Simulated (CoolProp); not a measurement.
Vapour-liquid equilibrium of carbon dioxide (1) + R227EA (2) at 709 kPa; x and y are mole fractions of (1).

Model: multi-fluid Helmholtz-energy mixture model, Span 1996 and Lemmon 2016; pair parameters Bell 2016, in CoolProp.

### Question
Give the bubble temperature and the first vapour's composition at x = 0.55, 0.85, 0.95. Is there an azeotrope?

### Answer
x = 0.55: 241.1 K, y = 0.959; x = 0.85: 228.6 K, y = 0.992; x = 0.95: 225.5 K, y = 0.998. No azeotrope shows between x = 0.05 and 0.95.

Pair parameters are fitted to limited data, so mixtures are less certain than the pure fluids.
